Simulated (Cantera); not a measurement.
Cantera run, input and output.

```python
import numpy as np
import cantera as ct

gas = ct.Solution("gri30.yaml")
gas.TPX = 998, 510000, {'C3H8': 1, 'O2': 7.94, 'N2': 29.8}
reactor = ct.IdealGasConstPressureReactor(gas, energy="on", clone=False)
net = ct.ReactorNet([reactor])
net.rtol, net.atol = 1e-08, 1e-16
show = ['C3H8', 'O2', 'C2H4', 'CH2O', 'CO2']
times = np.geomspace(1e-06, 0.2, 14)

steps = ct.SolutionArray(gas, extra=["t"])
rows = []
print(f"{'t/s':>10s}{'T/K':>9s}{'P/Pa':>11s}" + "".join(f"{s:>11s}" for s in show))
for t in times:
    while net.time < t:
        t_next = net.step()
        steps.append(gas.state, t=t_next)
    rows.append([np.interp(t, steps.t, y) for y in (steps.T, steps.P, *steps(*show).X.T)])
    print(f"{t:10.3e}{rows[-1][0]:9.1f}{rows[-1][1]:11.4g}" + "".join(f"{x:11.3e}" for x in rows[-1][2:]))
rate = np.gradient(steps.T, steps.t)
print("integrator steps:", len(steps.t))
if steps.T.max() > steps.T[0] + 200:
    print(f"time of steepest temperature rise: {steps.t[rate.argmax()]:.4e} s")
gas.TPX = 998, 510000, {'C3H8': 1, 'O2': 7.94, 'N2': 29.8}
gas.equilibrate("HP")
print(f"equilibrium (HP): T = {gas.T:.1f} K  " + "  ".join(f"{s} {gas[s].X[0]:.3e}" for s in show))
```

Result:

```
       t/s      T/K       P/Pa       C3H8         O2       C2H4       CH2O        CO2
 1.000e-06    998.0    5.1e+05  2.581e-02  2.050e-01  9.791e-11  8.876e-14  1.141e-21
 2.557e-06    998.0    5.1e+05  2.581e-02  2.050e-01  3.958e-10  6.541e-13  2.373e-20
 6.539e-06    998.0    5.1e+05  2.581e-02  2.050e-01  1.253e-09  4.715e-12  4.216e-19
 1.672e-05    998.0    5.1e+05  2.581e-02  2.050e-01  3.547e-09  3.274e-11  7.354e-18
 4.276e-05    998.0    5.1e+05  2.581e-02  2.050e-01  1.002e-08  2.225e-10  1.278e-16
 1.094e-04    998.0    5.1e+05  2.581e-02  2.050e-01  3.066e-08  1.532e-09  2.316e-15
 2.797e-04    998.0    5.1e+05  2.581e-02  2.050e-01  1.131e-07  1.123e-08  4.785e-14
 7.152e-04    998.0    5.1e+05  2.581e-02  2.050e-01  5.525e-07  9.043e-08  1.157e-12
 1.829e-03    998.0    5.1e+05  2.581e-02  2.050e-01  3.354e-06  7.332e-07  2.676e-11
 4.677e-03    998.0    5.1e+05  2.580e-02  2.049e-01  1.601e-05  3.822e-06  2.453e-10
 1.196e-02    998.0    5.1e+05  2.576e-02  2.049e-01  5.535e-05  1.333e-05  1.099e-09
 3.058e-02    998.0    5.1e+05  2.563e-02  2.049e-01  1.798e-04  4.322e-05  5.068e-09
 7.821e-02    998.6    5.1e+05  2.503e-02  2.045e-01  7.554e-04  1.878e-04  8.691e-08
 2.000e-01   2293.4    5.1e+05  1.245e-53  6.982e-02  3.051e-30  9.413e-13  7.394e-02
integrator steps: 2419
time of steepest temperature rise: 1.3241e-01 s
equilibrium (HP): T = 2290.9 K  C3H8 2.135e-53  O2 6.921e-02  C2H4 3.628e-30  CH2O 9.222e-13  CO2 7.396e-02
```

Model: GRI-Mech 3.0 (53 species, 325 reactions), integrated in Cantera. GRI-Mech 3.0 was tuned for natural gas; its chemistry of propane as a main component is partial and can be far from experiment. Below about 1000 K GRI-Mech 3.0 lacks low-temperature oxidation paths.
